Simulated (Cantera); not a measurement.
Transport properties of process gases

Gas mixture: 100 % N₂O, at 0.0540 bar, frozen composition.

Cantera's kinetic-theory transport with the Lennard-Jones parameters of GRI-Mech 3.0, ideal gas; thermal conductivity in the mixture-averaged form.

```tsv
T (K)	ρ (kg/m³)	cp (J/kg/K)	μ (µPa s)	λ (mW/m/K)	Pr	D (cm²/s) C₂H₂	D (cm²/s) OH	D (cm²/s) NO
400	0.0715	970.3	19.5	25.5	0.741	3.95	7.71	4.85
500	0.0572	1043	23.6	33.2	0.740	5.95	11.4	7.19
600	0.0476	1101	27.3	40.7	0.739	8.26	15.6	9.88
700	0.0408	1150	30.8	47.9	0.739	10.9	20.3	12.9
800	0.0357	1192	34.0	54.9	0.739	13.7	25.5	16.2
900	0.0318	1227	37.1	61.5	0.740	16.8	31.1	19.8
```
D: mixture-averaged diffusion coefficient of that species in the mixture.
